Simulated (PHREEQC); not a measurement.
A solution holds 0.0047 mol/kgw HCl, 0.00085 mol/kgw Li2SO4 and 0.001 mol/kgw MnSO4, at 25 °C and 50 atm. Closed to the air; pH follows from the charge balance.

All values are PHREEQC results (Pitzer model, pitzer.dat), not measurements.

```tsv
quantity	before	after
pH	2.41	2.45
ionic strength (mol/kgw)	0.0105	0.00972
SO4-2 (mol/kgw)	0.00149	0.00108
HSO4- (mol/kgw)	0.000363	0.000767
```

### Question
Which change was made?
A) HCl from 0.0047 to 0.00235 mol/kgw
B) temperature from 25 to 40 °C
C) temperature from 25 to 15 °C
D) temperature from 25 to 65 °C

### Answer
D, temperature from 25 to 65 °C

Precipitation was switched off in this run. Under pressure, the constants of complexes without a molar volume in the database are unreliable. At this temperature some constants are extrapolated from 25 °C, and those without enthalpy data are left unchanged.
